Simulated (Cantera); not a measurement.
Feed: 1 mol MgO, 2 mol CH4, 0.21 mol CO, 1.3 mol C, at 2325 °C and 0.120 Torr.

These are equilibrium values from Cantera (NASA tables, ideal gas, pure condensed phases), not measurements of a reactor. Candidate condensed phases: C, C6H6, C7H8, C8H18, H2O, Mg, MgCO3, MgO, Mg(OH)2; 116 gas species. Kinetics and transport are ignored.

Base state: H 0.701, CO 0.123, Mg 0.102, H2 0.0542, C3 0.0134, C 0.00380, C2 0.00126, C2H 0.000989 (mole fractions); condensed: C(graphite).

Problem. What changes in the equilibrium state with this change: pressure from 0.120 Torr to 7.50 Torr?

Solution. 
```csv
species,before,after
H2,0.0542,0.431
H,0.701,0.250
CO,0.123,0.170
C3,0.0134,0.000215
Mg,0.102,0.141
C2,0.00126,2.02e-5
C,0.00380,6.08e-5
C4,1.22e-5,1.95e-7
"C(graphite), mol",1.80,2.19
```
The tables' values for MgH are old estimates; treat these amounts as uncertain.

Problem. What changes in the equilibrium state with this change: pressure from 0.120 Torr to 15.0 Torr?

Solution. 
```
species            before     after
----------------  -------  --------
H2                 0.0542     0.482
H                   0.701     0.187
CO                  0.123     0.177
C3                 0.0134  0.000108
Mg                  0.102     0.146
C2                0.00126   1.01e-5
C                 0.00380   3.04e-5
C(graphite), mol     1.80      2.19
```
The tables' values for MgH are old estimates; treat these amounts as uncertain.
